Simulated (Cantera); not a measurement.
Mixture: CH4 : CO : O2 : N2 = 1 : 0.38 : 1.68 : 6.33 (molar parts), equivalence ratio 1.3, at 10.0 bar, adiabatic and at constant volume. Ignition delay is the time to a rise of 400 K.

Cantera simulation using GRI-Mech 3.0 (53 species, 325 reactions); the numbers are that mechanism's predictions, not measurements.

Task: What does this change do: pressure from 10.0 bar to 5.00 bar?

Result: 
```tsv
quantity	before	after
delay at 1298 K	2.16 ms	4.12 ms
delay at 1448 K	0.381 ms	0.681 ms
delay at 1598 K	84.8 µs	0.146 ms
delay at 1748 K	23.6 µs	40.7 µs
apparent activation energy between 1673 and 1823 K	200 kJ/mol	190 kJ/mol
```
